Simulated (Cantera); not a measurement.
Charge: 1 mol Zr, 0.97 mol H₂O, 0.19 mol O₂, held at 1427 °C and 56.3 Torr.

These are equilibrium values from Cantera (NASA tables, ideal gas, pure condensed phases), not measurements of a reactor. Candidate condensed phases: H₂O, Zr, ZrO₂; 12 gas species. Mutual solubility and eutectic melting of coexisting phases are not modelled. Condensed phases not in the tables: N, O or C dissolved in the metal. Kinetics and transport are ignored.

Base state: H₂ 0.999, H 0.000538 (mole fractions); condensed: Zr(β) + ZrO₂(tetragonal).

Problem. What changes in the equilibrium state with this change: pressure from 56.3 Torr to 7.50 Torr?

Solution. 
```
species                  before    after
---------------------  --------  -------
H₂                        0.999    0.999
H                      0.000538  0.00147
Zr(β), mol                0.325    0.325
ZrO₂(tetragonal), mol     0.675    0.675
```
